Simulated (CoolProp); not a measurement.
Carbonyl sulfide at 298.15 K and 4.26 MPa is throttled through a valve to 1.84 MPa with no heat exchange. Each further row changes one setting.

Model: reference Helmholtz-energy equation of state, Lemmon 2006, in CoolProp. It is a short technical equation, of lower accuracy than the large ones.

| case | temperature change (K) | final phase | final density (kg/m³) |
|---|---|---|---|
| as stated | +0.2 | liquid | ___ |
| outlet pressure 0.552 MPa | ___ | ___ | ___ |
| outlet pressure 2.39 MPa | +0.2 | liquid | 994 |

Q: Fill in the missing entries.

A: 
- as stated, final density (kg/m³): 992
- outlet pressure 0.552 MPa, temperature change (K): -30.4
- outlet pressure 0.552 MPa, final phase: two-phase, vapour fraction 0.147
- outlet pressure 0.552 MPa, final density (kg/m³): 103
